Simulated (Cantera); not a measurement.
Input: 1 mol SiH2Cl2, 1.2 mol O3, equilibrated at 0.170 bar.

Equilibrium computed with Cantera from the NASA thermochemical tables; the gas is ideal and each condensed phase is pure. Candidate condensed phases: H2O, Si, SiO2; 30 gas species. The tables hold silica as quartz up to 1696 K and as liquid above; real silica turns to tridymite and cristobalite and melts near 1996 K. Gases not in the tables: Si(OH)4. Rates play no part.

x: gas mole fraction; n: condensed amount in mol.

```
T (K)  x HCl    x Cl2   x H2O   x O2      x Cl    x OH  n SiO2(α-quartz)  n SiO2(β-quartz)  n SiO2(condensed)  n SiO2(l)
-----  -----  -------  ------  -----  --------  ------  ----------------  ----------------  -----------------  ---------
600    0.141    0.349   0.349  0.161   2.80e-8  <1e-12              1.00                 0                  0          0
750    0.307    0.248   0.248  0.197   3.28e-6     [?]              1.00                 0                  0          0
900    0.439    0.168   0.168  0.226   7.34e-5     [?]                 0              1.00                  0          0
1050   0.523    0.116   0.116  0.244  0.000654     [?]                 0              1.00                  0          0
1200   0.574   0.0832  0.0849  0.255   0.00331     [?]                 0              1.00                  0          0
1350   0.601   0.0607  0.0665  0.260    0.0114     [?]                 0              1.00                  0          0
1500   0.610   0.0426  0.0573  0.261    0.0293     [?]                 0              1.00                  0          0
1650   0.601   0.0270  0.0562  0.257    0.0584     [?]                 0              1.00                  0          0
1800   0.577   0.0153  0.0624  0.249    0.0948     [?]                 0                 0               1.00          0
1950   0.543  0.00822  0.0739  0.239     0.133     [?]                 0                 0              1.000          0
2100   0.503  0.00444  0.0877  0.226     0.172     [?]                 0                 0                  0      1.000
```

**Question.** Complete the blanks.

**Answer.** 
- 750, x OH: 4.15e-10
- 900, x OH: 2.69e-8
- 1050, x OH: 5.08e-7
- 1200, x OH: 4.51e-6
- 1350, x OH: 2.46e-5
- 1500, x OH: 9.73e-5
- 1650, x OH: 0.000315
- 1800, x OH: 0.000886
- 1950, x OH: 0.00220
- 2100, x OH: 0.00485
